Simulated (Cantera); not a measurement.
Input (Python, Cantera):

```python
import numpy as np
import cantera as ct

gas = ct.Solution("h2o2.yaml")
gas.TPX = 1375, 38000, {'H2': 1.2, 'O2': 1, 'N2': 2.3}
reactor = ct.IdealGasConstPressureReactor(gas, energy="off", clone=False)
net = ct.ReactorNet([reactor])
net.rtol, net.atol = 1e-08, 1e-18
show = ['H2', 'O2', 'OH', 'H2O2', 'H', 'O']
times = np.geomspace(1e-05, 20, 11)

steps = ct.SolutionArray(gas, extra=["t"])
rows = []
print(f"{'t/s':>10s}{'T/K':>9s}{'P/Pa':>11s}" + "".join(f"{s:>11s}" for s in show))
for t in times:
    while net.time < t:
        t_next = net.step()
        steps.append(gas.state, t=t_next)
    rows.append([np.interp(t, steps.t, y) for y in (steps.T, steps.P, *steps(*show).X.T)])
    print(f"{t:10.3e}{rows[-1][0]:9.1f}{rows[-1][1]:11.4g}" + "".join(f"{x:11.3e}" for x in rows[-1][2:]))
rate = np.gradient(steps.T, steps.t)
print("integrator steps:", len(steps.t))
if steps.T.max() > steps.T[0] + 200:
    print(f"time of steepest temperature rise: {steps.t[rate.argmax()]:.4e} s")
gas.TPX = 1375, 38000, {'H2': 1.2, 'O2': 1, 'N2': 2.3}
gas.equilibrate("TP")
print(f"equilibrium (TP): T = {gas.T:.1f} K  " + "  ".join(f"{s} {gas[s].X[0]:.3e}" for s in show))
```

Output:

```
       t/s      T/K       P/Pa         H2         O2         OH       H2O2          H          O
 1.000e-05   1375.0    3.8e+04  2.667e-01  2.222e-01  3.313e-07  3.281e-09  2.151e-06  4.563e-07
 4.267e-05   1375.0    3.8e+04  9.160e-02  1.423e-01  1.223e-02  3.440e-06  8.801e-02  2.400e-02
 1.821e-04   1375.0    3.8e+04  1.025e-02  1.035e-01  6.368e-03  4.170e-06  1.072e-02  6.773e-03
 7.768e-04   1375.0    3.8e+04  4.825e-04  1.023e-01  1.256e-03  9.823e-07  8.781e-05  2.704e-04
 3.314e-03   1375.0    3.8e+04  2.773e-05  1.025e-01  3.243e-04  1.613e-07  1.401e-06  1.745e-05
 1.414e-02   1375.0    3.8e+04  3.454e-06  1.025e-01  1.211e-04  3.255e-08  7.073e-08  2.428e-06
 6.034e-02   1375.0    3.8e+04  7.827e-07  1.025e-01  5.815e-05  8.993e-09  8.066e-09  5.617e-07
 2.575e-01   1375.0    3.8e+04  4.825e-07  1.026e-01  4.486e-05  5.767e-09  3.909e-09  3.349e-07
 1.099e+00   1375.0    3.8e+04  4.798e-07  1.026e-01  4.472e-05  5.738e-09  3.877e-09  3.328e-07
 4.687e+00   1375.0    3.8e+04  4.798e-07  1.026e-01  4.472e-05  5.738e-09  3.877e-09  3.328e-07
 2.000e+01   1375.0    3.8e+04  4.798e-07  1.026e-01  4.472e-05  5.738e-09  3.877e-09  3.328e-07
integrator steps: 1737
equilibrium (TP): T = 1375.0 K  H2 4.798e-07  O2 1.026e-01  OH 4.472e-05  H2O2 5.738e-09  H 3.877e-09  O 3.328e-07
```

Computed with Cantera and the H2/O2 subset of GRI-Mech 3.0, which has no nitrogen chemistry. The temperature is held fixed by assumption; the heat of reaction is taken as removed at once.
